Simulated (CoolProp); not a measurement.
c-C4F8 (RC318) at 409.31 K and 0.916 MPa flows at 0.42 m/s in a round tube of 100 mm bore and 15 µm roughness, fully developed (64/Re and Nu = 3.66 if laminar; Colebrook and Gnielinski if turbulent). Each further row changes one setting.

Values from CoolProp's reference Helmholtz-energy equation of state, Platzer 1990. This equation is an older, rougher fit.

```csv
case,Reynolds number,Darcy friction factor,pressure drop (Pa/m),heat-transfer coefficient (W/(m² K)),mass flow (kg/h)
as stated,(withheld),0.0175,0.918,58.3,(withheld)
velocity 0.84 m/s,307000,0.0158,(withheld),105,(withheld)
diameter 200 mm,307000,0.0151,0.398,50.4,2830
```

Question: Fill in the missing entries.

Answer: 
- as stated, Reynolds number: 154000
- as stated, mass flow (kg/h): 708
- velocity 0.84 m/s, pressure drop (Pa/m): 3.32
- velocity 0.84 m/s, mass flow (kg/h): 1420

Viscosity comes from a separate model (Huber 2003), an estimate that may be off by 10 % or more. Thermal conductivity comes from a separate model (Huber 2003), an estimate that may be off by 10 % or more.
